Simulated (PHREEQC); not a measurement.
# Phosphoric acid bath (model solution)

A solution holds 0.019 mol H3PO4 and 2e-05 mol H4SiO4 per kg of water, at 25 °C. Closed to the air; pH follows from the charge balance.

All values are PHREEQC results (ion-association model, phreeqc.dat), not measurements.

This is a speciation only: nothing precipitates in the calculation.

**Question.** Estimate the pH, specific conductance.

**Answer.** pH 2.08; specific conductance 3220 µS/cm.

**Question.** In which forms is P present?

**Answer.** H3PO4 52 %, H2PO4- 48 % of the P.

Complexes and solids missing from the database can't appear.
